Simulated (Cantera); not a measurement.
Standard-state values (1 bar) from the NASA 1993 polynomials, evaluated with Cantera. Values are per mole of reaction as written; species without (g) are pure solids or liquids, kept so even where they would boil at 1 bar.

### Question
Between 375 and 875 K, where is each reaction favourable under standard conditions?
- 2 HCl(g) + 2 FeCl2 ⇌ 2 H(g) + Fe2Cl6(g)
- Fe2Cl6(g) ⇌ 2 FeCl2 + 2 Cl(g)

### Answer
- 2 HCl(g) + 2 FeCl2 ⇌ 2 H(g) + Fe2Cl6(g): ΔG° is 591 kJ at 375 K and 513 kJ at 875 K; it stays positive (K < 1). ΔH° is 648 kJ and ΔS° 155 J/K at 875 K.
- Fe2Cl6(g) ⇌ 2 FeCl2 + 2 Cl(g): ΔG° is 202 kJ at 375 K and 178 kJ at 875 K; it stays positive (K < 1). ΔH° is 231 kJ and ΔS° 61 J/K at 875 K.
